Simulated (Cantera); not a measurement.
Input (Python, Cantera):

```python
import numpy as np
import cantera as ct

surf = ct.Interface("diamond.yaml", "diamond_100")
gas, bulk = surf.adjacent["gas"], surf.adjacent["diamond"]
k = surf.kinetics_species_index(bulk.species_names[0])
cover = ["c6HH", "c6H*", "c6*H", "c6**", "c6HM", "c6B"]

rows, drift = [], 0.0
print(f"{'T':>10s}{'um/h':>11s}" + "".join(f"{s:>11s}" for s in cover))
for v in [925, 975, 1025, 1075, 1125, 1175, 1225, 1275, 1325, 1375]:
    T, P, xH, xCH3 = v, 8300, 0.012, 0.00062
    gas.TPX = T, P, {"H": xH, "CH3": xCH3, "CH4": 0.019, "H2": 1 - xH - xCH3 - 0.019}
    surf.TP = bulk.TP = T, P
    surf.coverages = "c6H*:0.1, c6HH:0.9"
    surf.advance_coverages(100.0)
    before = surf.coverages
    surf.advance_coverages(100.0)
    drift = max(drift, np.max(np.abs(surf.coverages - before) / (surf.coverages + 1e-9)))
    rate = surf.net_production_rates[k] * bulk.mean_molecular_weight / bulk.density * 3.6e9
    rows.append([rate, *surf[cover].coverages])
    print(f"{v:10.4g}{rate:11.4e}" + "".join(f"{x:11.3e}" for x in rows[-1][1:]))
```

It prints:

```
         T       um/h       c6HH       c6H*       c6*H       c6**       c6HM        c6B
       925 1.7748e+01  6.364e-01  1.183e-02  2.995e-01  5.164e-03  3.702e-02  4.816e-08
       975 2.3133e+01  5.955e-01  1.570e-02  3.412e-01  7.745e-03  2.986e-02  6.277e-08
      1025 2.8888e+01  5.554e-01  2.007e-02  3.796e-01  1.110e-02  2.411e-02  7.839e-08
      1075 3.4280e+01  5.172e-01  2.484e-02  4.142e-01  1.529e-02  1.921e-02  9.302e-08
      1125 3.7704e+01  4.816e-01  2.996e-02  4.451e-01  2.038e-02  1.461e-02  1.023e-07
      1175 3.6866e+01  4.490e-01  3.534e-02  4.725e-01  2.638e-02  1.005e-02  1.000e-07
      1225 3.1180e+01  4.191e-01  4.088e-02  4.961e-01  3.327e-02  5.934e-03  8.461e-08
      1275 2.3869e+01  3.913e-01  4.644e-02  5.153e-01  4.093e-02  2.997e-03  6.477e-08
      1325 1.8602e+01  3.654e-01  5.189e-02  5.300e-01  4.923e-02  1.364e-03  5.048e-08
      1375 1.6172e+01  3.418e-01  5.718e-02  5.409e-01  5.803e-02  5.922e-04  4.388e-08
```

Detailed kinetics in Cantera: the Harris–Goodwin 1993 mechanism for the reconstructed diamond (100) surface.
